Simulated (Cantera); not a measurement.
Mixture: CH4 : CO : O2 : N2 : H2O = 1 : 0.037 : 4.69 : 17.8 : 1 (molar parts), equivalence ratio 0.43, at 0.987 atm, adiabatic and at constant volume. Ignition delay is the time to a rise of 400 K.

Computed with Cantera and GRI-Mech 3.0 (53 species, 325 reactions).

Task: What does this change do: pressure from 0.987 atm to 9.87 atm?

Result: 
```tsv
quantity	before	after
delay at 1150 K	65.6 ms	6.71 ms
delay at 1250 K	15.8 ms	1.88 ms
delay at 1350 K	4.47 ms	0.616 ms
delay at 1450 K	1.49 ms	0.226 ms
delay at 1550 K	0.589 ms	91.3 µs
apparent activation energy between 1450 and 1550 K	170 kJ/mol	170 kJ/mol
```
